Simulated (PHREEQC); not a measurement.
PHREEQC input (ion-association model, wateq4f.dat):

```
SOLUTION_MASTER_SPECIES
  An  An-  0  An  62.0  # stands for a non-complexing anion
SOLUTION_SPECIES
  An- = An-
    -log_k 0
    -gamma 3.0 0
PHASES
  Fix_H+
    H+ = H+
    -log_k 0
SOLUTION 1
  temp 25
  units mmol/kgw
  pH 7 charge
  Cl 0.0028
  Sr 0.0014
  Na 100
  An 100
END
SELECTED_OUTPUT 1
  -reset false
  -pH true
  -pe true
  -ionic_strength true
  -water true
  -totals Cl Na Sr
  -molalities Hfo_wOH Hfo_wOH2+ Hfo_wO- Hfo_sOH Hfo_sOH2+ Hfo_sO- Hfo_sOHSr+2 Hfo_wOSr+ Hfo_wOSrOH
  -saturation_indices Halite
USER_PUNCH 1
  -headings sigma psi
  10 PUNCH EDL("sigma", "Hfo"), EDL("psi", "Hfo")
PRINT
  -reset false
USE solution 1
SURFACE 1
  Hfo_wOH 0.000247191 600 0.11
  Hfo_sOH 6.17978e-06
EQUILIBRIUM_PHASES 1
  Fix_H+ -3 HAn 10
    -force_equality true
  O2(g) -0.68 10
END
# ... the last block is repeated for the other 12 points of pH, with NaOH or the acid as the point needs
```

Selected output (columns that matter, 13 of 13 rows; pH added in front):

```
pH	mu	Na	Sr	m_Hfo_wOH	m_Hfo_wOH2+	m_Hfo_wO-	m_Hfo_sOH	m_Hfo_sOH2+	m_Hfo_sO-	m_Hfo_sOHSr+2	m_Hfo_wOSr+	si_Halite	sigma	psi
3	0.10134	0.1	1.4e-06	4.7323e-06	0.00024246	2.116e-09	1.1831e-07	6.0614e-06	5.2899e-11	4.5872e-14	1.7949e-18	-8.3591	0.36334	0.15265
3.5	0.10051	0.1	1.4e-06	1.3509e-05	0.00023366	1.7892e-08	3.3773e-07	5.8416e-06	4.473e-10	1.496e-13	1.7339e-17	-8.3584	0.35014	0.15097
4	0.10024	0.1	1.4e-06	3.2962e-05	0.00021411	1.1625e-07	8.2405e-07	5.3528e-06	2.9062e-09	5.1519e-13	1.59e-16	-8.3582	0.32069	0.14655
4.5	0.10014	0.1	1.4e-06	6.4319e-05	0.00018235	5.1972e-07	1.608e-06	4.5588e-06	1.2993e-08	1.9156e-12	1.3545e-15	-8.3582	0.27249	0.13827
5	0.10009	0.1	1.4e-06	0.00010078	0.00014481	1.6068e-06	2.5195e-06	3.6201e-06	4.017e-08	7.7102e-12	1.0758e-14	-8.3581	0.21459	0.12616
5.5	0.10006	0.1	1.4e-06	0.00013377	0.00010968	3.7374e-06	3.3442e-06	2.7421e-06	9.3434e-08	3.3329e-11	8.1489e-14	-8.3581	0.15877	0.11099
6	0.10004	0.1	1.3998e-06	0.00015869	8.1409e-05	7.0868e-06	3.9673e-06	2.0352e-06	1.7717e-07	1.5476e-10	6.048e-13	-8.3581	0.11138	0.09346
6.5	0.10003	0.1	1.3992e-06	0.0001749	6.0755e-05	1.1535e-05	4.372e-06	1.5187e-06	2.8833e-07	7.8165e-10	4.5117e-12	-8.3581	0.073762	0.073899
7	0.10002	0.1	1.3956e-06	0.00018398	4.6554e-05	1.6657e-05	4.5963e-06	1.163e-06	4.1612e-07	4.3494e-09	3.4483e-11	-8.3581	0.044815	0.052461
7.5	0.10001	0.1	1.3735e-06	0.00018828	3.6918e-05	2.1997e-05	4.687e-06	9.1903e-07	5.4759e-07	2.6212e-08	2.6913e-10	-8.3581	0.022435	0.029434
8	0.1	0.1	1.2463e-06	0.00018971	2.9908e-05	2.7568e-05	4.6264e-06	7.2934e-07	6.7229e-07	1.5175e-07	1.9783e-09	-8.3581	0.0039504	0.0054609
8.5	0.10001	0.10001	8.0504e-07	0.00018904	2.3933e-05	3.4207e-05	4.279e-06	5.4174e-07	7.7429e-07	5.8472e-07	1.0226e-08	-8.358	-0.013636	-0.018483
9	0.10003	0.10004	2.7694e-07	0.00018576	1.8372e-05	4.3029e-05	3.8209e-06	3.7789e-07	8.8503e-07	1.096e-06	2.7003e-08	-8.3579	-0.033546	-0.041717
```

Complexes and solids missing from the database can't appear. The oxide is taken as insoluble; below pH 4 it would dissolve.
